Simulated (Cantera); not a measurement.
A closed system holds: 1 mol Pb, a varied amount of CO, 0.36 mol H₂, equilibrated at 750 K and 0.133 bar.

Points: n(CO) (mol) = 0.053, 0.074, 0.1, 0.15, 0.2, 0.29, 0.4.

Cantera's Mixture.equilibrate('TP', solver="vcs", rtol=1e-11, max_steps=5000) on the NASA tables stopped like this:

```
ERROR: FAILURE its = 5001!

*******************************************************************************
CanteraError thrown by MultiPhase::equilibrate:
VCS solver failed. Return code: -1
*******************************************************************************
```

Task: What got this run through?

Result: One answer among several that fit: The failure is numerical, not chemical. The same input converged with solver="gibbs", rtol=1e-10, max_steps=50000, and the result passed a check of the equilibrium conditions:
```
log10 of partial pressures in bar; condensed amounts in mol
     n(CO)        H2       H2O       CO2       CH4        CO     C(gr)     Pb(L)
     0.053    -1.027    -1.758    -2.803    -1.720    -2.859         0         1
     0.074    -1.076    -1.694    -2.408    -1.647    -2.577   0.00386         1
       0.1    -1.100    -1.617    -2.206    -1.696    -2.476   0.02563         1
      0.15    -1.143    -1.534    -1.954    -1.782    -2.350   0.06388         1
       0.2    -1.182    -1.492    -1.793    -1.859    -2.269    0.0988         1
      0.29    -1.244    -1.462    -1.608    -1.983    -2.177    0.1564         1
       0.4    -1.309    -1.458    -1.470    -2.113    -2.108    0.2211         1
```

The gas is ideal and each condensed phase is pure.
